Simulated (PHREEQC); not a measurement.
Model water analysis in mg/kgw, 25 °C, pH 1.89, pe 8.4: Na 1370; K 885; Ca 93.3; Mg 143; Cl 149; S(6) as SO4 5830; Si as SiO2 56.2; Cu(2) 0.943.

Cl is adjusted to close the charge balance.
Valence states are taken as typed.

The numbers come from PHREEQC with the ion-association model, phreeqc.dat.

Precipitation was switched off in this run.

**Question.** Order these Cu species by the share of Cu that they hold, largest first: CuSO4, CuCl+, Cu+2.

**Answer.** Cu+2 (55 %), CuSO4 (44 %), CuCl+ (0.63 %)

The pH is 1.89 and the ionic strength 0.140 mol/kgw. Saturation is exceeded, for instance for Quartz (slow to form), Chalcedony (slow to form); the values hold only as long as no solid forms. Species that the database lacks are ignored.
